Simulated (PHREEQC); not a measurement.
Consider water at 25 °C with 0.24 mmol/kgw CaSO4, 0.032 mmol/kgw NaHCO3 and 1.1 mmol/kgw KCl. Closed to the air; pH follows from the charge balance.

The numbers come from PHREEQC with the ion-association model, wateq4f.dat.

| Quantity | Result |
|---|---|
| pH | 7.86 |
| ionic strength | 0.00206 mol/kgw |
| total alkalinity | 0.0320 meq/kg |

```csv
species,molality,activity,log γ
Cl-,0.00110,0.00105,-0.022
K+,0.00110,0.00104,-0.022
Ca+2,0.000233,0.000191,-0.086
SO4-2,0.000231,0.000190,-0.086
Na+,3.20e-5,3.04e-5,-0.022
HCO3-,3.09e-5,2.94e-5,-0.021
CaSO4,7.22e-6,7.22e-6,0.000
KSO4-,1.46e-6,1.39e-6,-0.021
```

No solid was allowed to form. Species that the database lacks are ignored.
